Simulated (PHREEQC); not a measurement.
A solution holds 0.04 mol/kgw BaCl2, 0.17 mol/kgw Cu(NO3)2 and 0.00012 mol/kgw AlCl3, at 15 °C. Closed to the air; pH follows from the charge balance.

The numbers come from PHREEQC with the ion-association model, phreeqc.dat.

Each row changes one thing in this solution. No solid was allowed to form.

| case | pH | ionic strength (mol/kgw) | Cl- (mol/kgw) | CuCl+ (mol/kgw) | CuCl2 (mol/kgw) | Cu2(OH)2+2 (mol/kgw) |
|---|---|---|---|---|---|---|
| as made | 4.27 | 0.621 | 0.0754 | 0.00484 | 6.21e-5 | 2.70e-5 |
| temperature from 15 to 65 °C | 3.69 | 0.578 | 0.0541 | 0.0255 | 0.000365 | 0.000123 |
| AlCl3 replaced by SrCl2 at the same molality | 4.28 | 0.621 | 0.0753 | 0.00483 | 6.19e-5 | 2.83e-5 |

At this temperature some constants are extrapolated from 25 °C, and those without enthalpy data are left unchanged.
